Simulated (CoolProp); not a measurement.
A single-stage vapour-compression cycle with the fluoroketone C6F12O (FK-5-1-12): evaporating at 323.15 K (dew point), condensing at 393.15 K (bubble point), superheat 0 K, subcooling 0 K, compressor efficiency 0.75, no pressure losses. Each further row changes one setting.

Model: reference Helmholtz-energy equation of state, McLinden 2015, in CoolProp.

```json
[
 {"case": "as stated", "cooling COP": "?", "pressure ratio": "6.80", "discharge temperature (K)": "393.1", "refrigerating effect (kJ/kg)": "5.48", "volumetric capacity (kJ/m³)": "72.3"},
 {"case": "evaporating temperature 328.15 K", "cooling COP": "?", "pressure ratio": "5.74", "discharge temperature (K)": "393.1", "refrigerating effect (kJ/kg)": "9.59", "volumetric capacity (kJ/m³)": "?"},
 {"case": "condensing temperature 388.15 K", "cooling COP": "0.797", "pressure ratio": "6.08", "discharge temperature (K)": "388.1", "refrigerating effect (kJ/kg)": "11.7", "volumetric capacity (kJ/m³)": "154"},
 {"case": "subcooling 5 K", "cooling COP": "0.777", "pressure ratio": "6.80", "discharge temperature (K)": "393.1", "refrigerating effect (kJ/kg)": "11.7", "volumetric capacity (kJ/m³)": "154"},
 {"case": "superheat 10 K", "cooling COP": "?", "pressure ratio": "6.80", "discharge temperature (K)": "393.1", "refrigerating effect (kJ/kg)": "?", "volumetric capacity (kJ/m³)": "?"},
 {"case": "compressor efficiency 0.65", "cooling COP": "?", "pressure ratio": "6.80", "discharge temperature (K)": "393.1", "refrigerating effect (kJ/kg)": "5.48", "volumetric capacity (kJ/m³)": "72.3"}
]
```

Q: Complete the blanks.

A: 
- as stated, cooling COP: 0.364
- evaporating temperature 328.15 K, cooling COP: 0.684
- evaporating temperature 328.15 K, volumetric capacity (kJ/m³): 149
- superheat 10 K, cooling COP: 0.832
- superheat 10 K, refrigerating effect (kJ/kg): 14.5
- superheat 10 K, volumetric capacity (kJ/m³): 184
- compressor efficiency 0.65, cooling COP: 0.315

The compression ends wet for: as stated; evaporating temperature 328.15 K; condensing temperature 388.15 K; subcooling 5 K; superheat 10 K; compressor efficiency 0.65.
